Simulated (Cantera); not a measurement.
Adiabatic ignition

An adiabatic, constant-volume homogeneous reactor starts with 5.52 % CH₄, 7.34 % O₂, 81.1 % N₂, 6.07 % H₂O, at 1523 K and 5.00 bar.

Cantera simulation using GRI-Mech 3.0 (53 species, 325 reactions); the numbers are that mechanism's predictions, not measurements.

| t (s) | T (K) | P (bar) | x CH₄ | x O₂ | x H₂O | x HO₂ | x NO₂ |
|---|---|---|---|---|---|---|---|
| 2.00e-6 | 1523 | 5.00 | 0.0552 | 0.0734 | 0.0607 | 2.32e-7 | <1e-12 |
| 6.59e-6 | 1523 | 5.00 | 0.0552 | 0.0734 | 0.0607 | 6.76e-7 | <1e-12 |
| 2.17e-5 | 1523 | 5.00 | 0.0551 | 0.0734 | 0.0607 | 1.47e-6 | <1e-12 |
| 7.17e-5 | 1523 | 5.00 | 0.0551 | 0.0733 | 0.0607 | 1.78e-6 | <1e-12 |
| 0.000236 | 1525 | 5.01 | 0.0546 | 0.0731 | 0.0610 | 3.74e-6 | <1e-12 |
| 0.000779 | 1563 | 5.14 | 0.0473 | 0.0686 | 0.0663 | 2.13e-5 | 6.46e-12 |
| 0.00257 | 2332 | 7.95 | 5.92e-12 | 8.89e-6 | 0.126 | 8.88e-9 | 1.46e-9 |
| 0.00847 | 2332 | 7.94 | 5.95e-12 | 8.86e-6 | 0.126 | 8.86e-9 | 1.77e-9 |
| 0.0279 | 2332 | 7.94 | 5.97e-12 | 8.84e-6 | 0.126 | 8.83e-9 | 2.09e-9 |
| 0.0920 | 2332 | 7.94 | 5.97e-12 | 8.84e-6 | 0.126 | 8.83e-9 | 2.13e-9 |
| 0.303 | 2332 | 7.94 | 5.97e-12 | 8.84e-6 | 0.126 | 8.83e-9 | 2.13e-9 |
| 1.00 | 2332 | 7.94 | 5.97e-12 | 8.84e-6 | 0.126 | 8.83e-9 | 2.13e-9 |
x: mole fraction; the columns are a selection and need not sum to one.

```json
{
  "time_of_steepest_temperature_rise": "0.996 ms",
  "temperature at 1.00 s": "2332 K",
  "equilibrium_temperature": "2332 K",
  "x(CH₄) at 1.00 s": "5.97e-12 (gas-phase equilibrium 6.77e-12)",
  "x(O₂) at 1.00 s": "8.84e-6 (gas-phase equilibrium 8.84e-6)",
  "x(H₂O) at 1.00 s": "0.126 (gas-phase equilibrium 0.126)"
}
```
